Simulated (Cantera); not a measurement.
Input (Python, Cantera):

```python
import numpy as np
import cantera as ct

gas = ct.Solution("gri30.yaml")


def delay(T, t_max=10):
    gas.TPX = T, 1900000, {'CO': 1, 'H2': 0.39, 'CH4': 0.49, 'O2': 3.22, 'N2': 12.1}
    reactor = ct.IdealGasConstPressureReactor(gas, clone=False)
    net = ct.ReactorNet([reactor])
    net.rtol, net.atol = 1e-8, 1e-16
    while net.time < t_max:
        t_old, T_old = net.time, reactor.T
        net.step()
        if reactor.T > T + 400:  # ignition: a rise of 400 K
            return t_old + (T + 400 - T_old) / (reactor.T - T_old) * (net.time - t_old)
    return np.nan


taus = []
for T in [1025, 1100, 1175, 1250, 1325, 1400, 1475]:
    taus.append(delay(T))
    print(f"T0 = {T:6g} K   tau = {taus[-1]:.4e} s")
```

Result:

```
T0 =   1025 K   tau = 4.9306e-03 s
T0 =   1100 K   tau = 1.0900e-03 s
T0 =   1175 K   tau = 3.0542e-04 s
T0 =   1250 K   tau = 1.1104e-04 s
T0 =   1325 K   tau = 5.0287e-05 s
T0 =   1400 K   tau = 2.6440e-05 s
T0 =   1475 K   tau = 1.5348e-05 s
```

Model: GRI-Mech 3.0 (53 species, 325 reactions), integrated in Cantera. The pressure lies above the range GRI-Mech 3.0 was tuned for (to about 10 atm).
